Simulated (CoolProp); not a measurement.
Vapour-liquid equilibrium of propylene (1) + n-heptane (2) at 34.15 °C; x and y are mole fractions of (1).

Computed with CoolProp (multi-fluid Helmholtz-energy mixture model, Lemmon 2013 and Span 2003; pair parameters Bell 2016).

| x | bubble pressure (MPa) | y at the bubble point | dew pressure at overall composition x (MPa) | liquid density (mol/L) |
|---|---|---|---|---|
| 0.05 | 0.07154 | 0.870 | 0.009955 | 6.882 |
| 0.125 | 0.1780 | 0.950 | 0.01081 | 7.162 |
| 0.2 | 0.2946 | 0.971 | 0.01182 | 7.458 |
| 0.275 | 0.4149 | 0.980 | 0.01304 | 7.771 |
| 0.35 | 0.5337 | 0.985 | 0.01454 | 8.103 |
| 0.425 | 0.6472 | 0.988 | 0.01643 | 8.454 |
| 0.5 | 0.7536 | 0.990 | 0.01888 | 8.825 |
| 0.575 | 0.8531 | 0.992 | 0.02219 | 9.217 |
| 0.65 | 0.9474 | 0.993 | 0.02690 | 9.629 |
| 0.725 | 1.039 | 0.995 | 0.03414 | 10.06 |
| 0.8 | 1.133 | 0.996 | 0.04674 | 10.50 |
| 0.875 | 1.235 | 0.997 | 0.07410 | 10.95 |
| 0.95 | 1.350 | 0.999 | 0.1793 | 11.38 |

No azeotrope shows between x = 0.05 and 0.95.

Pair parameters are fitted to limited data, so mixtures are less certain than the pure fluids. The gap from Raoult's law changes sign with composition, which may be real or a fault of the pair parameters; it wasn't checked against measurements.
